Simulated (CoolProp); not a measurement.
Properties of R1336mzz(E) at several states (Tc = 403.5 K, pc = 2.779 MPa, ω = 0.413).

Computed with CoolProp (reference Helmholtz-energy equation of state, Akasaka 2023).

| T (K) | p (MPa) | phase | expansivity (1/kK) | fugacity coefficient |
|---|---|---|---|---|
| 315.7 | 0.0906 | gas | … | 0.9722 |
| 311.7 | 0.0117 | gas | 3.251 | 0.9962 |
| 378.6 | 3.8 | liquid | … | … |
| 285.8 | 0.0291 | gas | 3.659 | 0.9873 |
| 396.8 | 0.0639 | gas | 2.602 | 0.9912 |

Q: Some entries are withheld; supply them.

A: 
- 315.7, expansivity (1/kK): 3.502
- 378.6, expansivity (1/kK): 5.319
- 378.6, fugacity coefficient: 0.3616
